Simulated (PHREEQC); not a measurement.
0.028 g of hydrous ferric oxide (600 m²/g; 0.2 weak and 0.005 strong sites per Fe, Dzombak-Morel constants, diffuse double layer) in 1 kg of water with 0.3 mol/kgw of an inert sodium salt, at 25 °C; the pH is set by adding NaOH or the inert anion's acid. Oxygen is held at 0.21 atm. No CO2 enters from the air. Precipitation was switched off in this run.

The numbers come from PHREEQC with the ion-association model, wateq4f.dat.

| pH | surface charge σ (C/m²) | surface potential ψ (mV) |
|---|---|---|
| 4 | 0.349 | 123 |
| 5 | 0.269 | 110 |
| 5.5 | 0.210 | 98 |
| 6 | 0.154 | 83 |
| 7 | 0.066 | 46 |
| 8 | 0.006 | 5 |
| 8.5 | -0.021 | -17 |
| 9 | -0.051 | -38 |
| 10 | -0.132 | -75 |

Species that the database lacks are ignored.
